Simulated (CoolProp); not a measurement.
The fluid at 293.15 K and 0.128 MPa flows at 25 m/s in a round tube of 2 mm bore and 0.25 µm roughness, fully developed (64/Re and Nu = 3.66 if laminar; Colebrook and Gnielinski if turbulent). The same conditions are run with several fluids, on thermodynamics alone (safety and materials aside).

Values from CoolProp's reference Helmholtz-energy equation of state of each fluid (toluene: Lemmon 2006; R141b: Lemmon 2006; benzene: Thol 2012; p-xylene: Zhou 2012; m-xylene: Zhou 2012).

```
fluid     Reynolds number  Darcy friction factor  pressure drop (Pa/m)  heat-transfer coefficient (W/(m² K))  mass flow (kg/h)
--------  ---------------  ---------------------  --------------------  ------------------------------------  ----------------
toluene             73800                 0.0197               2670000                                 31900               245
R141b          (withheld)             (withheld)               3400000                                 34800               352
benzene             67900                 0.0201               2750000                            (withheld)               248
p-xylene            66800                 0.0201            (withheld)                            (withheld)               243
m-xylene            70000                 0.0199               2690000                                 31000               244
```

Fill in the missing entries.


- R141b, Reynolds number: 144000
- R141b, Darcy friction factor: 0.0175
- benzene, heat-transfer coefficient (W/(m² K)): 32600
- p-xylene, pressure drop (Pa/m): 2710000
- p-xylene, heat-transfer coefficient (W/(m² K)): 29900

Transport values come from each fluid's own correlations; those of R141b are estimates that may be off by 10 % or more.
